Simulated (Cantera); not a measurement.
An isothermal, constant-pressure homogeneous reactor starts with NH3 : N2 = 1 : 0.14 (molar parts), at 2275 K and 90.0 Torr.

Cantera simulation using the gas-phase N/H chemistry of the illustrative SiF4/NH3 mechanism in the Surface Chemkin manual (1991); the numbers are that mechanism's predictions, not measurements. Walls and surfaces, which speed up NH3 decomposition in real reactors, are not modelled.

x: mole fraction; the columns are a selection and need not sum to one.

| t (s) | x NH3 | x NH2 | x N2H2 | x NH | x N2H4 |
|---|---|---|---|---|---|
| 5.00e-6 | 0.877 | 0.000150 | 7.03e-9 | 3.89e-8 | 1.68e-10 |
| 4.69e-5 | 0.875 | 0.00141 | 1.55e-6 | 6.34e-6 | 1.56e-8 |
| 0.000440 | 0.853 | 0.00475 | 2.64e-5 | 5.34e-5 | 1.78e-7 |
| 0.00413 | ? | ? | ? | ? | ? |
| 0.0387 | 0.124 | 0.000992 | 2.03e-6 | 5.34e-5 | 7.77e-9 |
| 0.363 | 5.17e-6 | 4.85e-7 | 3.40e-12 | 3.26e-7 | <1e-12 |
| 3.41 | 5.19e-7 | 4.88e-8 | <1e-12 | 3.30e-8 | <1e-12 |
| 32.0 | 4.98e-7 | 4.68e-8 | <1e-12 | 3.16e-8 | <1e-12 |
| 300 | 4.98e-7 | 4.68e-8 | <1e-12 | 3.16e-8 | <1e-12 |

Complete the blanks.


- 0.00413, x NH3: 0.670
- 0.00413, x NH2: 0.00339
- 0.00413, x N2H2: 1.74e-5
- 0.00413, x NH: 7.47e-5
- 0.00413, x N2H4: 9.08e-8
